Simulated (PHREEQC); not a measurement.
A column of 0.5 m (40 cells, dispersivity 0.025 m, 60 s a shift, diffusion coefficient 3e-10 m²/s) holds 0.095 eq of the database's cation exchanger X per kg of pore water, first in equilibrium with 13 mmol/kgw CdCl2, 0.33 mmol/kgw KCl and 0.01 mmol/kgw HCl. It is flushed with 0.0067 mol/kgw LiCl, 0.00074 mol/kgw MnCl2, 0.041 mol/kgw NaCl and 1e-05 mol/kgw HCl, at 15 °C. Values are for the last cell. No CO2 enters from the air. Precipitation was switched off in this run.

The numbers come from PHREEQC with the ion-association model, phreeqc.dat.

### Question
Predict Na in solution (mol/kgw), Li in solution (mol/kgw) at pore volumes = 0.2125, 0.4125, 1.613, 4.412.

### Answer
```tsv
pore volumes	Na in solution (mol/kgw)	Li in solution (mol/kgw)
0.2125	3.17e-14	2.76e-14
0.4125	8.32e-7	3.26e-7
1.613	0.0194	0.00373
4.412	0.0368	0.00616
```

Complexes and solids missing from the database can't appear.
